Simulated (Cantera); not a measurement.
Cantera run, input and output.

```python
import numpy as np
import cantera as ct

gas = ct.Solution("gri30.yaml")
gas.TPX = 1550, 970000, {'CH2O': 0.0042, 'O2': 0.017, 'N2': 1}
reactor = ct.IdealGasConstPressureReactor(gas, energy="off", clone=False)
net = ct.ReactorNet([reactor])
net.rtol, net.atol = 1e-08, 1e-18
show = ['CH2O', 'O2', 'CH3', 'HO2', 'N2O', 'OH', 'H']
times = np.geomspace(5e-06, 8, 9)

steps = ct.SolutionArray(gas, extra=["t"])
rows = []
print(f"{'t/s':>10s}{'T/K':>9s}{'P/Pa':>11s}" + "".join(f"{s:>11s}" for s in show))
for t in times:
    while net.time < t:
        t_next = net.step()
        steps.append(gas.state, t=t_next)
    rows.append([np.interp(t, steps.t, y) for y in (steps.T, steps.P, *steps(*show).X.T)])
    print(f"{t:10.3e}{rows[-1][0]:9.1f}{rows[-1][1]:11.4g}" + "".join(f"{x:11.3e}" for x in rows[-1][2:]))
rate = np.gradient(steps.T, steps.t)
print("integrator steps:", len(steps.t))
if steps.T.max() > steps.T[0] + 200:
    print(f"time of steepest temperature rise: {steps.t[rate.argmax()]:.4e} s")
gas.TPX = 1550, 970000, {'CH2O': 0.0042, 'O2': 0.017, 'N2': 1}
gas.equilibrate("TP")
print(f"equilibrium (TP): T = {gas.T:.1f} K  " + "  ".join(f"{s} {gas[s].X[0]:.3e}" for s in show))
```

Output:

```
       t/s      T/K       P/Pa       CH2O         O2        CH3        HO2        N2O         OH          H
 5.000e-06   1550.0    9.7e+05  4.039e-03  1.662e-02  7.805e-11  2.175e-05  4.742e-10  1.116e-06  2.426e-06
 2.982e-05   1550.0    9.7e+05  9.748e-06  1.495e-02  7.405e-10  1.955e-05  1.279e-07  2.244e-04  1.557e-04
 1.778e-04   1550.0    9.7e+05  1.551e-12  1.345e-02  1.734e-17  5.699e-06  2.610e-06  1.034e-04  1.458e-05
 1.061e-03   1550.0    9.7e+05  1.704e-14  1.268e-02  4.169e-19  1.480e-06  4.160e-06  5.044e-05  1.435e-06
 6.325e-03   1550.0    9.7e+05  9.289e-18  1.253e-02 -1.181e-18  6.809e-08  1.398e-06  1.461e-05  2.337e-08
 3.772e-02   1550.0    9.7e+05  2.372e-20  1.253e-02  4.883e-24  1.193e-08  9.061e-08  6.819e-06  2.136e-09
 2.249e-01   1550.0    9.7e+05  2.167e-20  1.253e-02  4.273e-25  1.184e-08  8.893e-08  6.788e-06  2.108e-09
 1.341e+00   1550.0    9.7e+05  2.167e-20  1.253e-02  1.427e-25  1.184e-08  8.893e-08  6.788e-06  2.108e-09
 8.000e+00   1550.0    9.7e+05  2.167e-20  1.253e-02  2.080e-28  1.184e-08  8.893e-08  6.788e-06  2.108e-09
integrator steps: 1615
equilibrium (TP): T = 1550.0 K  CH2O 2.204e-20  O2 1.232e-02  CH3 5.358e-31  HO2 1.169e-08  N2O 8.826e-08  OH 6.760e-06  H 2.118e-09
```

Detailed kinetics in Cantera: GRI-Mech 3.0 (53 species, 325 reactions).
